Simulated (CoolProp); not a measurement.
Isopentane along the isotherm 500 K: fugacity coefficient from the reference equation and from simpler models built on Tc = 460.3 K, pc = 33.78 bar, ω = 0.227; each cubic takes its own stable root.

The numbers come from the reference Helmholtz-energy equation of state, Lemmon 2006 in CoolProp. It is a short technical equation, of lower accuracy than the large ones.

| p (bar) | phase | reference | van der Waals | Redlich-Kwong | Soave-Redlich-Kwong | Peng-Robinson |
|---|---|---|---|---|---|---|
| 4.22 | gas | 0.9676 | 0.9698 | 0.9668 | 0.9681 | 0.9638 |
| 8.45 | gas | 0.9356 | 0.9397 | 0.9340 | 0.9365 | 0.9284 |
| 12.7 | gas | 0.9039 | 0.9096 | 0.9015 | 0.9054 | 0.8937 |
| 16.9 | gas | 0.8729 | 0.8799 | 0.8699 | 0.8750 | 0.8602 |
| 21.1 | gas | 0.8422 | 0.8503 | 0.8386 | 0.8450 | 0.8274 |
| 25.3 | gas | 0.8119 | 0.8205 | 0.8077 | 0.8154 | 0.7953 |
| 29.6 | gas | 0.7811 | 0.7899 | 0.7763 | 0.7854 | 0.7632 |
| 33.8 | supercritical | 0.7513 | 0.7596 | 0.7458 | 0.7565 | 0.7324 |
| 38 | supercritical | 0.7218 | 0.7286 | 0.7155 | 0.7278 | 0.7022 |
| 42.2 | supercritical | 0.6924 | 0.6966 | 0.6852 | 0.6994 | 0.6726 |
| 46.5 | supercritical | 0.6625 | 0.6627 | 0.6542 | 0.6706 | 0.6430 |
| 50.7 | supercritical | 0.6337 | 0.6309 | 0.6247 | 0.6432 | 0.6152 |
